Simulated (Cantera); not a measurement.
## Low-pressure radical oxidation in H2/O2

A perfectly stirred reactor is fed with 4.03 % H2, 96.0 % O2, equivalence ratio 0.021, at 1330 Pa; it is held at 1200 K, and followed from long to short residence time.

Detailed kinetics in Cantera: GRI-Mech 3.0 (53 species, 325 reactions). Radical loss at walls, strong at low pressure, is not modelled. The temperature is held fixed by assumption; the heat of reaction is taken as removed at once.

```csv
τ (s),x H2,x O2,x O,x H,x HO2,x OH,x H2O
3.7,6.63e-5,0.957,0.00136,5.96e-5,8.43e-7,0.000661,0.0407
1.0,0.000145,0.955,0.00310,0.000209,1.33e-6,0.00101,0.0403
0.30,0.000291,0.952,0.00632,0.000620,1.86e-6,0.00146,0.0396
0.085,0.000592,0.945,0.0119,0.00168,2.42e-6,0.00208,0.0383
0.024,0.00122,0.938,0.0183,0.00352,2.89e-6,0.00280,0.0362
0.0069,0.00273,0.934,0.0214,0.00547,3.23e-6,0.00363,0.0331
0.0020,0.00681,0.935,0.0193,0.00658,3.42e-6,0.00459,0.0279
```
x: mole fraction; the columns are a selection and need not sum to one.
